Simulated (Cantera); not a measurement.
A closed system holds: 1 mol Fe(CO)5, 0.066 mol O2, 0.53 mol H2, held at 727 °C and 1.33 mbar.

Method: chemical equilibrium by Gibbs-energy minimisation in Cantera with the NASA 1993 tables (ideal gas, pure condensed phases). Candidate condensed phases: C, C6H6, C7H8, C8H18, Fe, Fe(CO)5, FeO, Fe(OH)2, Fe(OH)3, Fe2O3, Fe3O4, H2O; 114 gas species. Rates play no part.

Base state: CO 0.882, H2 0.0942, CO2 0.0222, H2O 0.00165 (mole fractions); condensed: Fe(α).

### Question
What changes in the equilibrium state with this change: temperature from 727 °C to 1127 °C?

### Answer
```csv
species,before,after
CO,0.882,0.885
H2,0.0942,0.0914
CO2,0.0222,0.0195
H2O,0.00165,0.00437
Fe,<1e-9,1.15e-5
H,1.91e-8,4.03e-5
"Fe(α), mol",1.00,0
"Fe(γ), mol",0,1.000
```
